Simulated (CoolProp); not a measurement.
Properties of isobutane along the isobar 11.1 MPa.

Values from CoolProp's reference Helmholtz-energy equation of state, Bücker 2006.

```csv
T (K),phase,speed of sound (m/s),Prandtl number
208.4,liquid,(withheld),8.04
225.5,liquid,1311,6.75
242.6,liquid,1221,5.86
259.7,liquid,1133,5.22
276.7,liquid,1049,4.75
293.8,liquid,(withheld),(withheld)
310.9,liquid,(withheld),4.10
328,liquid,809.6,3.88
345.1,liquid,734.5,(withheld)
```

Problem. Some entries are withheld; supply them.

Solution. 
- 208.4, speed of sound (m/s): 1404
- 293.8, speed of sound (m/s): 966.7
- 293.8, Prandtl number: 4.39
- 310.9, speed of sound (m/s): 886.9
- 345.1, Prandtl number: 3.68

Viscosity comes from a separate model (Vogel 2000). Thermal conductivity comes from a separate model (Perkins 2002).
